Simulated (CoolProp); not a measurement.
1-butene along the isobar 4280 kPa: Z from the reference equation and from simpler models built on Tc = 419.3 K, pc = 4006 kPa, ω = 0.192; each cubic takes its own stable root.

Computed with CoolProp (reference Helmholtz-energy equation of state, Lemmon 2005). It is a short technical equation, of lower accuracy than the large ones.

| T (K) | phase | reference |
|---|---|---|
| 277.9 | liquid | 0.1680 |
| 313.2 | liquid | 0.1598 |
| 348.5 | liquid | 0.1566 |
| 383.8 | liquid | 0.1608 |
| 419.1 | liquid | 0.2013 |
| 454.4 | supercritical | 0.6403 |
| 489.7 | supercritical | 0.7507 |
| 525 | supercritical | 0.8160 |

Q: How far does each simpler model (Redlich-Kwong, Peng-Robinson) lie from the reference over these 8 states: mean and median of the absolute difference, and the worst?

A: 
- Redlich-Kwong: mean 10.1 %, median 10.4 %, worst +26.6 % at 419.1 K and 4280 kPa
- Peng-Robinson: mean 4.1 %, median 2.2 %, worst +14.9 % at 419.1 K and 4280 kPa
